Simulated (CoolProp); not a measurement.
Aqueous magnesium chloride as a coolant, 19 % by mass, freezing at -25.9 °C, 1 atm.

Computed with CoolProp (Melinder's fits for secondary coolants).

```json
[
 {"T (°C)": "-21.4", "cp (kJ/(kg K))": "3.042", "viscosity (mPa s)": "9.74", "conductivity (W/(m K))": "0.482", "Prandtl number": "61.4"},
 {"T (°C)": "-16.1", "cp (kJ/(kg K))": "3.056", "viscosity (mPa s)": "7.94", "conductivity (W/(m K))": "0.490", "Prandtl number": "49.5"},
 {"T (°C)": "-10.9", "cp (kJ/(kg K))": "3.071", "viscosity (mPa s)": "6.55", "conductivity (W/(m K))": "0.499", "Prandtl number": "40.3"},
 {"T (°C)": "-5.6", "cp (kJ/(kg K))": "3.085", "viscosity (mPa s)": "5.42", "conductivity (W/(m K))": "0.508", "Prandtl number": "33.0"},
 {"T (°C)": "-0.3", "cp (kJ/(kg K))": "3.100", "viscosity (mPa s)": "4.52", "conductivity (W/(m K))": "0.516", "Prandtl number": "27.1"},
 {"T (°C)": "4.9", "cp (kJ/(kg K))": "3.114", "viscosity (mPa s)": "3.81", "conductivity (W/(m K))": "0.525", "Prandtl number": "22.6"},
 {"T (°C)": "10.2", "cp (kJ/(kg K))": "3.128", "viscosity (mPa s)": "3.22", "conductivity (W/(m K))": "0.534", "Prandtl number": "18.8"},
 {"T (°C)": "15.5", "cp (kJ/(kg K))": "3.143", "viscosity (mPa s)": "2.73", "conductivity (W/(m K))": "0.543", "Prandtl number": "15.8"},
 {"T (°C)": "20.7", "cp (kJ/(kg K))": "3.157", "viscosity (mPa s)": "2.34", "conductivity (W/(m K))": "0.552", "Prandtl number": "13.4"},
 {"T (°C)": "26", "cp (kJ/(kg K))": "3.172", "viscosity (mPa s)": "2.00", "conductivity (W/(m K))": "0.561", "Prandtl number": "11.3"},
 {"T (°C)": "31.3", "cp (kJ/(kg K))": "3.186", "viscosity (mPa s)": "1.72", "conductivity (W/(m K))": "0.570", "Prandtl number": "9.61"}
]
```
